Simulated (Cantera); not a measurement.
A Cantera script and what it prints.

```python
import numpy as np
import cantera as ct

gas_names = """
    Pb SF6 F
""".split()
cond_names = """
    PbS(s) PbS(L)
""".split()


# ... load() reads the species with a 1 bar reference pressure and builds the phases ...
species = {s.name: s for s in load("nasa_gas.yaml", gas_names) + load("nasa_condensed.yaml", cond_names)}
# Each term lists the table entries of one substance; the one whose range holds T is used.
reactions = {
    'Pb(g) + SF6(g) = PbS + 6 F(g)':
        [(-1, ['Pb']), (-1, ['SF6']), (1, ['PbS(s)', 'PbS(L)']), (6, ['F'])],
}


def pick(names, T):
    return next(species[n] for n in names if species[n].thermo.min_temp <= T <= species[n].thermo.max_temp)


results = []
for label, terms in reactions.items():
    print(label)
    print("     T/K   dH/kJ  dS/(J/K)   dG/kJ   log10 K")
    for T in [850, 950, 1050, 1150, 1250, 1350]:
        used = [(nu, pick(names, T)) for nu, names in terms]
        dH = sum(nu * s.thermo.h(T) for nu, s in used) / 1e6
        dS = sum(nu * s.thermo.s(T) for nu, s in used) / 1e3
        dG = dH - T * dS / 1e3
        logK = -dG * 1e6 / (ct.gas_constant * T * np.log(10))
        results.append((label, T, dH, dS, dG, logK, [s.name for _, s in used]))
        print(f"{T:8g} {dH:8.1f} {dS:8.1f} {dG:8.1f} {logK:8.2f}")
```

It prints:

```
Pb(g) + SF6(g) = PbS + 6 F(g)
     T/K   dH/kJ  dS/(J/K)   dG/kJ   log10 K
     850   1421.4    616.0    897.8   -55.17
     950   1423.0    617.7    836.1   -45.97
    1050   1424.3    619.1    774.3   -38.52
    1150   1425.6    620.3    712.3   -32.35
    1250   1426.9    621.3    650.2   -27.17
    1350   1428.1    622.3    588.1   -22.75
```

Standard-state values (1 bar) from the NASA 1993 polynomials, evaluated with Cantera. Condensed species are held in their standard states even where they would react or evaporate.
